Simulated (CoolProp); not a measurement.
A Linde-Hampson liquefier for CF4 (R14): isothermal reversible compression at 300 K from 1 atm to 25 MPa, throttling to 1 atm, return gas leaving the recuperator 0 K below the feed. Each further row changes one setting.

The numbers come from the reference Helmholtz-energy equation of state, Platzer 1990 in CoolProp. This equation is an older, rougher fit; its heat capacities, sound speeds and derivatives of the liquid may be far off and weren't checked against measurements.

```tsv
case	liquid yield per pass	compression work (kJ/kg of gas)
as stated	0.287	140
high pressure 50 MPa	0.289	163
warm-end temperature 330 K	0.222	160
warm-end gap 5 K	0.276	140
```
